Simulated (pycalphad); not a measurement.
Cu-Y solution, phase liquid, at 1650 K; mixing quantities and activities refer to the pure elements in the same phase at that temperature, stable or not. Over part of the range this solution is metastable.

CALPHAD calculation (pycalphad, COST 507 light-alloy database (1999)), 1 atm. These are 1990s assessments: newer ones move some temperatures and phases.

The enthalpy of mixing at x = 0.5 is -22.24 kJ/mol.

Take a regular solution with Ω = 4 ΔH(0.5). How do its activities of Y, and those of an ideal solution, compare with the assessed ones?

Ω = -89.0 kJ/mol, a = x exp[Ω(1 − x)²/RT].

```json
[
 {"x(Y)": "0.02", "ideal": "0.02", "regular": "3.95e-5", "assessed": "0.000114", "assessed / regular": "2.9"},
 {"x(Y)": "0.05", "ideal": "0.05", "regular": "0.000144", "assessed": "0.000443", "assessed / regular": "3.1"},
 {"x(Y)": "0.1", "ideal": "0.1", "regular": "0.000524", "assessed": "0.00178", "assessed / regular": "3.4"},
 {"x(Y)": "0.2", "ideal": "0.2", "regular": "0.00315", "assessed": "0.0122", "assessed / regular": "3.9"},
 {"x(Y)": "0.3", "ideal": "0.3", "regular": "0.0125", "assessed": "0.0505", "assessed / regular": "4.0"},
 {"x(Y)": "0.4", "ideal": "0.4", "regular": "0.0387", "assessed": "0.147", "assessed / regular": "3.8"},
 {"x(Y)": "0.5", "ideal": "0.5", "regular": "0.0988", "assessed": "0.318", "assessed / regular": "3.2"},
 {"x(Y)": "0.6", "ideal": "0.6", "regular": "0.213", "assessed": "0.534", "assessed / regular": "2.5"},
 {"x(Y)": "0.7", "ideal": "0.7", "regular": "0.391", "assessed": "0.731", "assessed / regular": "1.9"},
 {"x(Y)": "0.8", "ideal": "0.8", "regular": "0.617", "assessed": "0.860", "assessed / regular": "1.4"},
 {"x(Y)": "0.9", "ideal": "0.9", "regular": "0.843", "assessed": "0.930", "assessed / regular": "1.1"},
 {"x(Y)": "0.95", "ideal": "0.95", "regular": "0.935", "assessed": "0.960", "assessed / regular": "1.0"},
 {"x(Y)": "0.98", "ideal": "0.98", "regular": "0.977", "assessed": "0.982", "assessed / regular": "1.0"}
]
```
The regular model is symmetric and has no excess entropy; the assessment has an excess entropy of -5.4 J/(mol K) at x = 0.5, and ΔH = -16.99 at x = 0.2 against -10.54 kJ/mol at 0.8.
